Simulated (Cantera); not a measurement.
Input: 1 mol SiO₂, 1.1 mol HF, 10 mol H₂, at 775 °C and 7.90 Pa.

Method: chemical equilibrium by Gibbs-energy minimisation in Cantera with the NASA 1993 tables (ideal gas, pure condensed phases). Candidate condensed phases: H₂O, Si, SiO₂; 38 gas species. Equilibrium is a limit: real reactors are often held back by kinetics, nucleation or transport.

Base state: H₂ 0.902, HF 0.0930, H₂O 0.00310, SiF₄ 0.00155 (mole fractions); condensed: SiO₂(β-quartz).

Task: What changes in the equilibrium state with this change: temperature from 775 °C to 1350 °C?

Result: 
```
species               before    after
-------------------  -------  -------
H₂                     0.902    0.852
HF                    0.0930   0.0965
SiO                    <1e-9   0.0222
H₂O                  0.00310   0.0222
H                    8.26e-7  0.00718
SiF₄                 0.00155  4.17e-7
SiO₂(β-quartz), mol    0.983    0.747
```
The tables hold silica as quartz up to 1696 K and as liquid above; real silica turns to tridymite and cristobalite and melts near 1996 K.

Task: What changes in the equilibrium state with this change: HF from 1.1 to 2.2 mol?

Result: 
```csv
species,before,after
H₂,0.902,0.822
HF,0.0930,0.167
H₂O,0.00310,0.00678
SiF₄,0.00155,0.00339
"SiO₂(β-quartz), mol",0.983,0.959
```
